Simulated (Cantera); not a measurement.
**Gas-phase reforming**

A perfectly stirred reactor is fed with CH4 : H2O = 1 : 0.91 (molar parts), at 2600000 Pa; it is held at 1750 K, and followed from long to short residence time.

Computed with Cantera and GRI-Mech 3.0 (53 species, 325 reactions). The pressure lies above the range GRI-Mech 3.0 was tuned for (to about 10 atm).

| τ (s) | x CH4 | x H2O | x CH2O | x CO | x O2 | x C2H4 |
|---|---|---|---|---|---|---|
| 27 | 0.0411 | 0.0177 | 1.81e-6 | 0.232 | <1e-12 | 0.000602 |
| 9.9 | 0.0539 | 0.0314 | 1.72e-6 | 0.222 | <1e-12 | 0.00109 |
| 3.6 | 0.0715 | 0.0521 | 1.64e-6 | 0.208 | <1e-12 | 0.00209 |
| 1.3 | 0.0930 | 0.0813 | 1.60e-6 | 0.187 | <1e-12 | 0.00396 |
| 0.47 | 0.116 | 0.120 | 1.68e-6 | 0.160 | 1.47e-12 | 0.00706 |
| 0.17 | 0.136 | 0.168 | 2.00e-6 | 0.126 | 3.07e-12 | 0.0115 |
| 0.063 | 0.151 | 0.222 | 2.66e-6 | 0.0893 | 5.70e-12 | 0.0165 |
| 0.023 | 0.164 | 0.278 | 3.76e-6 | 0.0547 | 9.64e-12 | 0.0210 |
| 0.0083 | 0.182 | 0.327 | 5.38e-6 | 0.0282 | 1.47e-11 | 0.0232 |
x: mole fraction; the columns are a selection and need not sum to one.
